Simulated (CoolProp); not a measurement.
n-undecane at several states: Z from the reference equation and from simpler models built on Tc = 638.8 K, pc = 1.990 MPa, ω = 0.539; each cubic takes its own stable root.

The numbers come from the reference Helmholtz-energy equation of state, Aleksandrov 2011 in CoolProp. It is a short technical equation, of lower accuracy than the large ones.

```csv
T (K),p (MPa),phase,reference,Redlich-Kwong,Soave-Redlich-Kwong
577.3,0.202,gas,0.9402,0.9522,0.9477
344.4,0.0953,liquid,0.007418,0.009354,0.008852
607.1,4.17,liquid,0.2761,0.3445,0.3324
606.7,0.0344,gas,0.9918,0.9931,0.9928
```
